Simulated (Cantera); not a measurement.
Input (Python, Cantera) and output of one run.

```python
import numpy as np
import cantera as ct

gas_names = """
    CL CLO CL2 H HCL HNO HNO2 HNO3 HOCL HO2 H2 H2O H2O2 N NH NH2 NH3 NH2OH NO NO2 NO3 N2 N2H2 N2H4 N2O O
    OH O2 O3 Ti TiCL TiCL2 TiCL3 TiCL4 TiO TiOCL TiOCL2 TiO2
""".split()
cond_names = """
    H2O(s) H2O(L) NH4CL(a) NH4CL(b) Ti(a) Ti(b) Ti(L) TiCL2(s) TiCL3(s) TiCL4(L) TiN(s) TiN(L) TiO(a)
    TiO(b) TiO(L) TiO2(ru) TiO2(L) Ti2O3(a) Ti2O3(b) Ti2O3(L) Ti3O5(a) Ti3O5(b) Ti3O5(L) Ti4O7(s)
    Ti4O7(L)
""".split()


# ... load() reads the species with a 1 bar reference pressure and builds the phases ...
atoms = {
    'TiN': {'Ti': 1, 'N': 1},
    'Cl2': {'CL': 2},
    'H2O': {'H': 2, 'O': 1},
}
top_T = {'TiCL2(s)': 1300, 'TiCL3(s)': 1000}  # K; cautious upper limits of use, not melting points


# ... equilibrate(T, P, feed) seeds the gas with the atoms and calls Mixture.equilibrate('TP', solver="vcs", rtol=1e-11, max_steps=5000) ...
results = []
feed = {'TiN': 1, 'Cl2': 5.3, 'H2O': 3.5}  # mol
P = 2100  # Pa
for T in [1198, 1273, 1348, 1423, 1498, 1573, 1648, 1723, 1798, 1873, 1948, 2023]:
    mix = equilibrate(T, P, feed)
    results.append((T, P, feed, dict(zip(mix.species_names, mix.species_moles))))
    x = sorted(zip(gas.X, gas.species_names), reverse=True)
    print(f"T = {T:g} K  P = {P:g} Pa  gas = {mix.phase_moles(0):.4g} mol")
    print("   x: " + "  ".join(f"{s} {v:.3e}" for v, s in x if v > 0.001))
    print("   condensed (mol): " + ("  ".join(f"{mix.phase(i).name} {mix.phase_moles(i):.4g}"
          for i in range(1, mix.n_phases) if mix.phase_moles(i) > 1e-12) or "none"))
```

Result:

```
T = 1198 K  P = 2100 Pa  gas = 10.07 mol
   x: HCL 6.753e-01  CL2 1.819e-01  O2 6.948e-02  N2 4.965e-02  CL 1.362e-02  H2O 9.979e-03
   condensed (mol): TiO2(ru) 0.9999
T = 1273 K  P = 2100 Pa  gas = 10.15 mol
   x: HCL 6.745e-01  CL2 1.709e-01  O2 7.010e-02  N2 4.923e-02  CL 2.767e-02  H2O 7.487e-03
   condensed (mol): TiO2(ru) 0.9998
T = 1348 K  P = 2100 Pa  gas = 10.28 mol
   x: HCL 6.690e-01  CL2 1.554e-01  O2 6.996e-02  CL 5.100e-02  N2 4.859e-02  H2O 5.914e-03
   condensed (mol): TiO2(ru) 0.9995
T = 1423 K  P = 2100 Pa  gas = 10.47 mol
   x: HCL 6.585e-01  CL2 1.340e-01  CL 8.548e-02  O2 6.909e-02  N2 4.769e-02  H2O 4.986e-03
   condensed (mol): TiO2(ru) 0.9992
T = 1498 K  P = 2100 Pa  gas = 10.72 mol
   x: HCL 6.436e-01  CL 1.302e-01  CL2 1.071e-01  O2 6.759e-02  N2 4.654e-02  H2O 4.573e-03
   condensed (mol): TiO2(ru) 0.9989
T = 1573 K  P = 2100 Pa  gas = 11.01 mol
   x: HCL 6.261e-01  CL 1.798e-01  CL2 7.789e-02  O2 6.564e-02  N2 4.528e-02  H2O 4.661e-03
   condensed (mol): TiO2(ru) 0.9987
T = 1648 K  P = 2100 Pa  gas = 11.3 mol
   x: HCL 6.087e-01  CL 2.263e-01  O2 6.348e-02  CL2 5.126e-02  N2 4.410e-02  H2O 5.342e-03
   condensed (mol): TiO2(ru) 0.9989
T = 1723 K  P = 2100 Pa  gas = 11.53 mol
   x: HCL 5.933e-01  CL 2.634e-01  O2 6.127e-02  N2 4.317e-02  CL2 3.109e-02  H2O 6.791e-03
   condensed (mol): TiO2(ru) 0.9991
T = 1798 K  P = 2100 Pa  gas = 11.69 mol
   x: HCL 5.798e-01  CL 2.902e-01  O2 5.894e-02  N2 4.250e-02  CL2 1.805e-02  H2O 9.193e-03
   condensed (mol): TiO2(ru) 0.9992
T = 1873 K  P = 2100 Pa  gas = 11.81 mol
   x: HCL 5.668e-01  CL 3.098e-01  O2 5.629e-02  N2 4.203e-02  H2O 1.264e-02  CL2 1.043e-02
   condensed (mol): TiO2(ru) 0.9992
T = 1948 K  P = 2100 Pa  gas = 11.89 mol
   x: HCL 5.531e-01  CL 3.257e-01  O2 5.316e-02  N2 4.167e-02  H2O 1.708e-02  CL2 6.156e-03  OH 1.214e-03
   condensed (mol): TiO2(ru) 0.9989
T = 2023 K  P = 2100 Pa  gas = 11.96 mol
   x: HCL 5.380e-01  CL 3.403e-01  O2 4.949e-02  N2 4.135e-02  H2O 2.228e-02  CL2 3.753e-03  OH 1.977e-03  O 1.223e-03
   condensed (mol): TiO2(ru) 0.9983
```

Cantera equilibrium calculation (NASA polynomials, part measured and part estimated; ideal gas, pure solids and liquids). Condensed phases not in the tables: TiOCl.
